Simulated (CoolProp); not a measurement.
Vapour-liquid equilibrium of R143a (1) + R152A (2) at 59.3 kPa; x and y are mole fractions of (1).

Model: multi-fluid Helmholtz-energy mixture model, Lemmon and Jacobsen 2000 and Outcalt 1996; pair parameters Bell 2016, in CoolProp.

| x | bubble temperature (°C) | y at the bubble point | dew temperature at overall composition x (°C) | liquid density (mol/L) |
|---|---|---|---|---|
| 0.05 | -38.0 | 0.160 | -36.3 | 15.62 |
| 0.15 | -42.2 | 0.385 | -37.9 | … |
| 0.25 | … | 0.534 | -39.6 | 15.39 |
| 0.35 | -47.8 | 0.641 | -41.5 | 15.24 |
| 0.45 | -49.9 | … | -43.5 | 15.09 |
| 0.55 | -51.7 | 0.788 | -45.7 | 14.93 |
| 0.65 | … | 0.844 | -48.1 | 14.77 |
| 0.75 | -54.8 | 0.894 | -50.7 | … |
| 0.85 | -56.1 | … | -53.5 | 14.45 |
| 0.95 | -57.3 | 0.980 | -56.4 | 14.30 |

Q: Some entries are withheld; supply them.

A: 
- 0.15, liquid density (mol/L): 15.52
- 0.25, bubble temperature (°C): -45.3
- 0.45, y at the bubble point: 0.722
- 0.65, bubble temperature (°C): -53.3
- 0.75, liquid density (mol/L): 14.61
- 0.85, y at the bubble point: 0.938

No azeotrope shows between x = 0.05 and 0.95.

Pair parameters are fitted to limited data, so mixtures are less certain than the pure fluids.
